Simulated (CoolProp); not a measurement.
R1233zd(E) along the isobar 6.64 MPa: density (kg/m³) from the reference equation and from simpler models built on Tc = 165.7 °C, pc = 3.583 MPa, ω = 0.304; each cubic takes its own stable root.

The numbers come from the reference Helmholtz-energy equation of state, Akasaka 2022 in CoolProp.

```
T (°C)   phase  reference
------  ------  ---------
-59.35  liquid       1458
-34.75  liquid       1408
-10.15  liquid       1357
14.35   liquid       1305
38.95   liquid       1250
63.55   liquid       1191
88.15   liquid       1127
112.65  liquid       1055
137.25  liquid      971.2
```

Question: How far does each simpler model (van der Waals, Soave-Redlich-Kwong) lie from the reference over these 9 states: mean and median of the absolute difference, and the worst?

Answer: 
- van der Waals: mean 38.2 %, median 38.5 %, worst -40.7 % at -59.35 °C and 6.64 MPa
- Soave-Redlich-Kwong: mean 10.4 %, median 10.3 %, worst -12.7 % at 137.25 °C and 6.64 MPa
